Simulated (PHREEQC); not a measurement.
Solution (25 °C): 28 mmol/kgw HF and 57 mmol/kgw FeCl3. Closed to the air; pH follows from the charge balance.

Model: ion-association model, phreeqc.dat, run in PHREEQC.

```tsv
quantity	before	after
pH	1.62	1.56
ionic strength (mol/kgw)	0.227	0.216
Cl- (mol/kgw)	0.150	0.150
FeCl+2 (mol/kgw)	0.0149	0.0197
Fe+3 (mol/kgw)	0.0107	0.00362
FeCl2+ (mol/kgw)	0.00276	0.000739
SI of Goethite (FeOOH)	+2.99	+3.89
SI of Hematite (Fe2O3)	+7.99	+10.00
```

Problem. Name the change that produced these shifts.
A) HF from 0.028 to 0.014 mol/kgw
B) temperature from 25 to 80 °C
C) FeCl3 from 0.057 to 0.0513 mol/kgw
D) HF left out
E) diluted 2-fold with water

Solution. B, temperature from 25 to 80 °C

No solid was allowed to form. Some of these states are supersaturated (in Hematite (slow to form), Goethite (slow to form), for instance). At this temperature some constants are extrapolated from 25 °C, and those without enthalpy data are left unchanged. Fluoro complexes past AlF4- and FeF3 are missing from the database.
